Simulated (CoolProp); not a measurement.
A closed Brayton cycle with dry air: compressor inlet 333.15 K and 1.1 MPa, high pressure 3.43 MPa, turbine inlet 710 K, compressor efficiency 0.89, turbine efficiency 0.9, recuperator effectiveness 0.9 (on enthalpy, no pinch check). Each further row changes one setting.

The numbers come from the reference Helmholtz-energy equation of state, Lemmon 2000 in CoolProp. It is a pseudo-pure fit of the blend.

| case | thermal efficiency (%) | net work (kJ/kg) | compressor to turbine work | compressor exit (K) | turbine exit (K) |
|---|---|---|---|---|---|
| as stated | 19.0 | 35.9 | 0.80 | 476.2 | 539.8 |
| turbine inlet 660 K | 13.3 | 22.8 | [?] | 476.2 | [?] |
| compressor inlet 343.15 K | [?] | [?] | [?] | [?] | 539.8 |
| high pressure 2.92 MPa | 21.7 | 37.1 | [?] | 453.2 | [?] |
| recuperator effectiveness 0.5 | 16.7 | 35.9 | 0.80 | 476.2 | 539.8 |

### Question
Some entries are withheld; supply them.

### Answer

- turbine inlet 660 K, compressor to turbine work: 0.86
- turbine inlet 660 K, turbine exit (K): 500.3
- compressor inlet 343.15 K, thermal efficiency (%): 16.8
- compressor inlet 343.15 K, net work (kJ/kg): 31.5
- compressor inlet 343.15 K, compressor to turbine work: 0.83
- compressor inlet 343.15 K, compressor exit (K): 490.2
- high pressure 2.92 MPa, compressor to turbine work: 0.77
- high pressure 2.92 MPa, turbine exit (K): 561.1
